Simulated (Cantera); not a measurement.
Input: 1 mol Si3N4, 0.056 mol Si, 0.92 mol H2, equilibrated at 2473.15 K and 89.0 Pa.

Equilibrium computed with Cantera from the NASA thermochemical tables; the gas is ideal and each condensed phase is pure. Candidate condensed phases: Si, Si3N4; 18 gas species. The tables' values for SiN are old estimates; treat these amounts as uncertain. Kinetics and transport are ignored.

Base state: Si 0.464, N2 0.306, H 0.173, H2 0.0538, Si2 0.00127, SiH 0.000883, SiN 0.000803, Si2N 7.72e-5 (mole fractions); condensed: gas only.

Q: What changes in the equilibrium state with this change: pressure from 89.0 Pa to 0.240 bar?

A: 
```tsv
species	before	after
N2	0.306	0.664
H2	0.0538	0.292
H	0.173	0.0246
Si	0.464	0.0161
SiH2	5.31e-6	0.000271
Si2N	7.72e-5	0.000610
Si3	2.36e-5	7.23e-5
Si2	0.00127	0.000414
SiH	0.000883	0.00118
Si(l), mol	0	2.99
```
Gases not in the tables: Si2H6 and higher silanes.
